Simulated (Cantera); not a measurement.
Charge: 1 mol Si, 0.67 mol Cl2, 5.8 mol H2, held at 29000 Pa.

Cantera equilibrium calculation (NASA polynomials, part measured and part estimated; ideal gas, pure solids and liquids). Candidate condensed phases: Si; 19 gas species. Equilibrium is a limit: real reactors are often held back by kinetics, nucleation or transport.

Over these rows the condensed part is Si(s). Partial pressures as log10 of bar:

```json
[
 {"T (K)": "700", "1000/T (1/K)": "1.4286", "log p SiCl2": "-7.65", "log p H2": "-0.57", "log p SiCl4": "-1.96", "log p SiHCl3": "-2.19"},
 {"T (K)": "775", "1000/T (1/K)": "1.2903", "log p SiCl2": "-6.49", "log p H2": "-0.57", "log p SiCl4": "-1.96", "log p SiHCl3": "-2.20"},
 {"T (K)": "850", "1000/T (1/K)": "1.1765", "log p SiCl2": "-5.54", "log p H2": "-0.57", "log p SiCl4": "-1.96", "log p SiHCl3": "-2.21"},
 {"T (K)": "925", "1000/T (1/K)": "1.0811", "log p SiCl2": "-4.76", "log p H2": "-0.57", "log p SiCl4": "-1.97", "log p SiHCl3": "-2.23"},
 {"T (K)": "1000", "1000/T (1/K)": "1.0000", "log p SiCl2": "?", "log p H2": "-0.57", "log p SiCl4": "-1.98", "log p SiHCl3": "-2.25"},
 {"T (K)": "1075", "1000/T (1/K)": "0.9302", "log p SiCl2": "-3.54", "log p H2": "-0.57", "log p SiCl4": "-2.01", "log p SiHCl3": "-2.29"}
]
```

Fit log p(SiCl2) = a + b·(1000/T) to the five rows, give the apparent enthalpy, and predict the row at 1000 K.

Means: 1000/T = 1.1813, log p = -5.596. Sxy = -1.205698, Sxx = 0.1461526, so b = -8.25 and a = -5.596 − (-8.25)×1.1813 = 4.15.
Apparent enthalpy: −19.145 × (-8.25) = 158 kJ/mol. With the condensed phases at unit activity, 1/2 Si(s) + 1/2 SiCl4(g) = SiCl2(g) links this pressure to the main gases: over the six rows their terms move log p by -0.02 in all, so the slope is close to that reaction's ΔH°. The five rows lie within 0.02 of the line.
Prediction at 1000 K: 4.15 + (-8.25)×1.0000 = -4.10. The computed value is -4.09, 0.01 from the line.
